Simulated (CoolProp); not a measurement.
Dry air along the isotherm -124.95 °C: density (kg/m³) from the reference equation and from simpler models built on Tc = -140.6 °C, pc = 3.786 MPa, ω = 0.034; each cubic takes its own stable root.

The numbers come from the reference Helmholtz-energy equation of state, Lemmon 2000 in CoolProp. It is a pseudo-pure fit of the blend.

| p (MPa) | phase | reference | ideal gas | van der Waals | Soave-Redlich-Kwong |
|---|---|---|---|---|---|
| 0.71 | gas | 17.50 | 16.69 | 17.45 | 17.51 |
| 1.42 | gas | 36.88 | 33.38 | 36.72 | 36.92 |
| 2.13 | gas | 58.70 | 50.07 | 58.37 | 58.76 |
| 2.84 | gas | 83.82 | 66.76 | 83.35 | 83.79 |
| 3.55 | gas | 113.6 | 83.45 | 113.3 | 113.2 |
| 4.26 | supercritical | 150.1 | 100.1 | 151.6 | 148.7 |
| 4.97 | supercritical | 196.6 | 116.8 | 205.2 | 192.9 |
| 5.68 | supercritical | 256.7 | 133.5 | 275.4 | 247.4 |
